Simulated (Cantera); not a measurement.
## Equilibrium for carbon deposition, reforming and gasification: acetone + H₂

Feed: 1 mol acetone, 0.5 mol H₂, equilibrated at 1.33 mbar.

These are equilibrium values from Cantera (NASA tables, ideal gas, pure condensed phases), not measurements of a reactor. Candidate condensed phases: C, C₆H₆, C₇H₈, C₈H₁₈, H₂O; 110 gas species. The feed counts by its element totals alone. Equilibrium is a limit: real reactors are often held back by kinetics, nucleation or transport.

| T (K) | x H₂ | x H | x CO | x C₃ | x C | n C(graphite) |
|---|---|---|---|---|---|---|
| 1723 | 0.774 | 0.00439 | 0.222 | 7.33e-12 | 2.23e-11 | 2.00 |
| 1823 | 0.768 | 0.0104 | 0.221 | 1.72e-10 | 3.47e-10 | 2.00 |
| 1923 | 0.757 | 0.0225 | 0.220 | 2.89e-9 | 4.06e-9 | 2.00 |
| 2023 | 0.737 | 0.0447 | 0.217 | 3.64e-8 | 3.73e-8 | 1.99 |
| 2123 | 0.703 | 0.0824 | 0.213 | 3.59e-7 | 2.77e-7 | 1.99 |
| 2223 | 0.650 | 0.141 | 0.207 | 2.87e-6 | 1.72e-6 | 1.98 |
| 2323 | 0.574 | 0.226 | 0.197 | 1.91e-5 | 9.09e-6 | 1.97 |
| 2423 | 0.476 | 0.335 | 0.185 | 0.000108 | 4.19e-5 | 1.96 |
| 2523 | 0.364 | 0.459 | 0.171 | 0.000531 | 0.000171 | 1.93 |
| 2623 | 0.254 | 0.581 | 0.157 | 0.00230 | 0.000625 | 1.88 |
| 2723 | 0.160 | 0.678 | 0.144 | 0.00893 | 0.00208 | 1.70 |
| 2823 | 0.0904 | 0.730 | 0.132 | 0.0314 | 0.00634 | 1.07 |
x: gas mole fraction; n: condensed amount in mol.

From 1723 K to 2823 K the condensed part is C(graphite). The main C-bearing gas is CO throughout.
